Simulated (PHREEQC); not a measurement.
Dissolve 0.059 mol H3PO4 and 0.0074 mol NH3 per kg of water at 88 °C. Closed to the air; pH follows from the charge balance.

Computed with PHREEQC (ion-association model, phreeqc.dat).

```
quantity                   before    after
------------------------  -------  -------
pH                           2.02     1.96
ionic strength (mol/kgw)   0.0182   0.0199
H3PO4 (mol/kgw)            0.0408   0.0391
H2PO4- (mol/kgw)           0.0182   0.0199
HPO4-2 (mol/kgw)          2.48e-7  2.00e-7
NH3 (mol/kgw)             1.43e-8  2.20e-9
```

### Question
Which change was made?
(A) H3PO4 from 0.059 to 0.59 mol/kgw
(B) diluted 5-fold with water
(C) temperature from 88 to 55 °C
(D) NH3 replaced by (NH4)2SO4 at the same molality
(E) NH3 from 0.0074 to 0.0148 mol/kgw

### Answer
C, temperature from 88 to 55 °C

Precipitation was switched off in this run. At this temperature some constants are extrapolated from 25 °C, and those without enthalpy data are left unchanged.
